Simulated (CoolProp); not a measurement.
A simple Rankine cycle with R141b: condensing at 317.15 K, boiler at 2.2 MPa, turbine inlet 440 K, turbine efficiency 0.9, pump efficiency 0.6, no recuperator. Each further row changes one setting.

Model: reference Helmholtz-energy equation of state, Lemmon 2006, in CoolProp. It is a short technical equation, of lower accuracy than the large ones.

| case | thermal efficiency (%) | net work (kJ/kg) | heat in (kJ/kg) | turbine exit temperature (K) | volume ratio over the turbine |
|---|---|---|---|---|---|
| as stated | [?] | 53.8 | 291 | 341.8 | [?] |
| turbine inlet 460 K | 18.7 | [?] | 316 | [?] | 14.7 |
| condensing temperature 309.15 K | 19.7 | 59.2 | 301 | 334.4 | 20.0 |
| boiler pressure 1.54 MPa | [?] | [?] | 305 | [?] | [?] |
| turbine efficiency 0.8 | 16.3 | 47.5 | 291 | 349.2 | 16.0 |

Problem. Complete the blanks.

Solution. 
- as stated, thermal efficiency (%): 18.5
- as stated, volume ratio over the turbine: 15.6
- turbine inlet 460 K, net work (kJ/kg): 59.0
- turbine inlet 460 K, turbine exit temperature (K): 364.6
- boiler pressure 1.54 MPa, thermal efficiency (%): 16.8
- boiler pressure 1.54 MPa, net work (kJ/kg): 51.3
- boiler pressure 1.54 MPa, turbine exit temperature (K): 361.0
- boiler pressure 1.54 MPa, volume ratio over the turbine: 9.94
